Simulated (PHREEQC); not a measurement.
A column of 0.5 m (30 cells, dispersivity 0.018 m, 3600 s a shift, diffusion coefficient 3e-10 m²/s) holds 0.0011 eq of the database's cation exchanger X per kg of pore water, first in equilibrium with 0.004 mol/kgw CdCl2, 0.026 mol/kgw KCl and 1e-05 mol/kgw HCl. It is flushed with 0.00042 mol/kgw BaCl2, 0.00093 mol/kgw ZnCl2 and 1e-05 mol/kgw HCl, at 25 °C. Values are for the last cell. No CO2 enters from the air. Precipitation was switched off in this run.

Base run: PHREEQC, ion-association model, phreeqc.dat. Each further column changes one thing. The table gives Ba in solution (mol/kgw).

```csv
pore volumes,base,exchange capacity from 0.0011 to 0.00055 eq/kgw,dispersivity from 0.018 to 0.036 m
0,0,0,0
0.4167,2.92e-8,7.71e-8,…
0.9167,5.02e-5,…,8.91e-5
1.317,0.000147,0.000254,0.000185
1.717,0.000300,0.000367,…
2.117,0.000387,…,…
2.617,0.000415,0.000419,0.000399
3.017,0.000419,0.000420,0.000412
```

Task: Some entries are withheld; supply them.

Result: 
- 0.4167, dispersivity from 0.018 to 0.036 m: 1.47e-6
- 0.9167, exchange capacity from 0.0011 to 0.00055 eq/kgw: 9.92e-5
- 1.717, dispersivity from 0.018 to 0.036 m: 0.000281
- 2.117, exchange capacity from 0.0011 to 0.00055 eq/kgw: 0.000410
- 2.117, dispersivity from 0.018 to 0.036 m: 0.000355
